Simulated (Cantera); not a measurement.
Cantera run:

```python
import numpy as np
import cantera as ct

gas_names = """
    H H2 N NH NH2 NH3 N2 N2H2 N2H4 Si SiH SiH2 SiH3 SiH4 SiN Si2 Si2N Si3
""".split()
cond_names = """
    Si(cr) Si(L) Si3N4(a)
""".split()


def load(file, names, dense=False):
    # The tables refer to 1 bar. Condensed volumes are neglected.
    table = {s.name: s for s in ct.Species.list_from_file(file)}
    out = []
    for n in names:
        d = dict(table[n].input_data)
        d["thermo"] = dict(d["thermo"], **{"reference-pressure": 1e5})
        if dense:
            d["equation-of-state"] = {"model": "constant-volume", "density": "1e6 g/cm^3"}
        out.append(ct.Species.from_dict(d))
    return out


gas = ct.Solution(thermo="ideal-gas", species=load("nasa_gas.yaml", gas_names))
cond = {s.name: ct.Solution(thermo="fixed-stoichiometry", species=[s], name=s.name)
        for s in load("nasa_condensed.yaml", cond_names, dense=True)}
atoms = {
    'Si2H6': {'Si': 2, 'H': 6},
    'N2': {'N': 2},
}
top_T = {'Si3N4(a)': 2400}  # K; cautious upper limits of use, not melting points


def equilibrate(T, P, feed):
    n = {}
    for name, mol in feed.items():
        for a, k in atoms[name].items():
            n[a] = n.get(a, 0.0) + k * mol
    gas.TPX = T, P, n
    mass = sum(n.values()) * gas.mean_molecular_weight
    gas.equilibrate("TP")
    valid = [c for c in cond.values() if c.min_temp <= T <= top_T.get(c.name, c.max_temp)]
    mix = ct.Mixture([(gas, mass / gas.mean_molecular_weight)] + [(c, 0.0) for c in valid])
    mix.T, mix.P = T, P
    mix.equilibrate("TP", solver="vcs", rtol=1e-11, max_steps=5000)
    return mix


results = []
feed = {'Si2H6': 1, 'N2': 100}  # mol
T = 1348.15  # K
P = 100000  # Pa
mix = equilibrate(T, P, feed)
results.append((T, P, feed, dict(zip(mix.species_names, mix.species_moles))))
print(gas.report(threshold=1e-06))
for i in range(1, mix.n_phases):
    print(f"{mix.phase(i).name:16s} {mix.phase_moles(i):12.5e} mol")
```

Result:

```
       temperature   1348.2 K
          pressure   1e+05 Pa
           density   0.24308 kg/m^3
  mean mol. weight   27.247 kg/kmol
   phase of matter   gas

                          1 kg             1 kmol
                     ---------------   ---------------
          enthalpy        1.2141e+06         3.308e+07  J
   internal energy        8.0268e+05         2.187e+07  J
           entropy              8714        2.3743e+05  J/K
    Gibbs function       -1.0534e+07       -2.8701e+08  J
 heat capacity c_p            1253.9             34164  J/K
 heat capacity c_v             948.7             25849  J/K

                      mass frac. Y      mole frac. X     chem. pot. / RT
                     ---------------   ---------------   ---------------
                H2         0.0021832          0.029507           -21.821
                N2           0.99782           0.97049            -25.72
     [  +16 minor]        3.3626e-07        9.1271e-07

Si(cr)            0.00000e+00 mol
Si3N4(a)          6.66667e-01 mol
```

Cantera equilibrium calculation (NASA polynomials, part measured and part estimated; ideal gas, pure solids and liquids). The feed counts by its element totals alone. N2 is the only nitrogen source here; it is nearly inert below about 1500 K, so the nitride shown seldom forms there in practice.
